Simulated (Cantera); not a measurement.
Input (Python, Cantera) and output of one run.

```python
import numpy as np
import cantera as ct

gas_names = [...]  # 109 gases of nasa_gas.yaml made of C, Cl, H, Si
cond_names = """
    C(gr) C6H6(L) C7H8(L) C8H18(L),n-octa Si(cr) Si(L) SiC(b)
""".split()


# ... load() reads the species with a 1 bar reference pressure and builds the phases ...
atoms = {
    'SiH2Cl2': {'Si': 1, 'H': 2, 'CL': 2},
    'C2H4': {'C': 2, 'H': 4},
    'H2': {'H': 2},
}
top_T = {'C(gr)': 4500, 'SiC(b)': 3050}  # K; cautious upper limits of use, not melting points


# ... equilibrate(T, P, feed) seeds the gas with the atoms and calls Mixture.equilibrate('TP', solver="vcs", rtol=1e-11, max_steps=5000) ...
results = []
feed = {'SiH2Cl2': 1, 'C2H4': 1.1, 'H2': 2.2}  # mol
T = 1348  # K
for P in [100, 400, 1600, 6300, 25000, 100000]:
    mix = equilibrate(T, P, feed)
    results.append((T, P, feed, dict(zip(mix.species_names, mix.species_moles))))

top = {s: max(r[3][s] / sum(r[3][g] for g in gas_names) for r in results) for s in gas_names}
cols = sorted((s for s in top if top[s] > 1e-05), key=lambda s: -top[s])[:8]
seen = [c for c in cond_names if any(r[3].get(c, 0) > 1e-12 for r in results)]
print("log10 of partial pressures in bar; condensed amounts in mol")
print(f"{'P/Pa':>10s}" + "".join(f"{s[:9]:>10s}" for s in cols + seen))
for T, P, feed, n in results:
    ng = sum(n[g] for g in gas_names)
    print(f"{P:10.4g}" + "".join(f"{np.log10(max(n[s] / ng * P / 1e5, 1e-99)):10.3f}" for s in cols)
          + "".join(f"{n.get(c, 0):10.4g}" for c in seen))
```

It prints:

```
log10 of partial pressures in bar; condensed amounts in mol
      P/Pa        H2       HCL     SiCL4       CH4    SiHCL3     SiCL3     SiCL2   SiH2CL2     C(gr)    SiC(b)
       100    -3.162    -3.510    -7.250    -8.557    -8.148    -6.893    -5.835    -9.882     1.211    0.9894
       400    -2.559    -2.909    -6.053    -7.352    -6.948    -5.995    -5.236    -8.680     1.212    0.9875
      1600    -1.956    -2.312    -4.869    -6.145    -5.759    -5.107    -4.644    -7.485     1.218    0.9817
      6300    -1.356    -1.730    -3.739    -4.947    -4.612    -4.260    -4.079    -6.321     1.234     0.965
   2.5e+04    -0.748    -1.165    -2.695    -3.731    -3.525    -3.477    -3.557    -5.191      1.27    0.9257
     1e+05    -0.132    -0.626    -1.772    -2.498    -2.524    -2.784    -3.096    -4.113      1.32    0.8599
```

Cantera equilibrium calculation (NASA polynomials, part measured and part estimated; ideal gas, pure solids and liquids). The tables' values for SiCl3 are old estimates; treat these amounts as uncertain.
